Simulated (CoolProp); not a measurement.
Computed with CoolProp (reference Helmholtz-energy equation of state, Schroeder 2014).

Question: For ethanol, give the phase and the cv (kJ/(kg K)), Joule-Thomson coefficient (K/MPa), viscosity (µPa s), conductivity (mW/(m K)) at 204.95 °C and 2.82 MPa; 204.95 °C and 4.4 MPa.

Answer: 
- 204.95 °C and 2.82 MPa: gas; cv 2.37, Joule-Thomson coefficient 16.0, viscosity 14.7, conductivity 44.5
- 204.95 °C and 4.4 MPa: liquid; cv 3.07, Joule-Thomson coefficient 0.532, viscosity 89.6, conductivity 135

Viscosity comes from a separate model (Kiselev 2005). Thermal conductivity comes from a separate model (Assael 2013).
